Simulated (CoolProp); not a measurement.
Values from CoolProp's reference Helmholtz-energy equation of state, Thol 2021.

### Question
Give the vapour pressure (kPa), vapour density (kg/m³), enthalpy of vaporisation (kJ/kg), liquid cp (kJ/(kg K)) of saturated chlorine at 6.75, 57.75 °C.

### Answer
```tsv
T (°C)	p (kPa)	vapour density (kg/m³)	enthalpy of vaporisation (kJ/kg)	liquid cp (kJ/(kg K))
6.75	457	15.0	261	0.968
57.75	1720	54.2	219	1.07
```
